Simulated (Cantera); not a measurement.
An adiabatic, constant-volume homogeneous reactor starts with 10.1 % CH4, 1.61 % C2H6, 18.5 % O2, 69.4 % N2, 0.404 % H2, equivalence ratio 1.4, at 950 K and 1.01 bar.

Computed with Cantera and GRI-Mech 3.0 (53 species, 325 reactions). Below about 1000 K GRI-Mech 3.0 lacks low-temperature oxidation paths.

One state of this run: T (K) = 2741; P (bar) = 3.20; x CH4 = 1.20e-12; x C2H6 = <1e-12; x O2 = 0.000827; x NO = 0.00191; x H2 = 0.0568; x HCO = 2.47e-7; x C2H2 = <1e-12. x: mole fraction; the columns are a selection and need not sum to one.

Q: Which value of t (s) does it belong to?
(A) 1.03e-5
(B) 0.189
(C) 0.000271
(D) 5.00

A: D, 5.00
